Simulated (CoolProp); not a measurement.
R236FA at 343.58 K and 5.33 MPa flows at 0.46 m/s in a round tube of 25 mm bore and 15 µm roughness, fully developed (64/Re and Nu = 3.66 if laminar; Colebrook and Gnielinski if turbulent). Each further row changes one setting.

Computed with CoolProp (reference Helmholtz-energy equation of state, Pan 2012).

| case | Reynolds number | Darcy friction factor | pressure drop (Pa/m) | heat-transfer coefficient (W/(m² K)) | mass flow (kg/h) |
|---|---|---|---|---|---|
| as stated | 75900 | 0.0215 | 112 | 1010 | 998 |
| velocity 0.92 m/s | 152000 | 0.0198 | 411 | 1910 | 2000 |
| diameter 50 mm | 152000 | 0.0183 | 47.6 | 902 | 3990 |

Viscosity comes from a separate model (Huber 2003), an estimate that may be off by 10 % or more. Thermal conductivity comes from a separate model (Huber 2003), an estimate that may be off by 10 % or more.
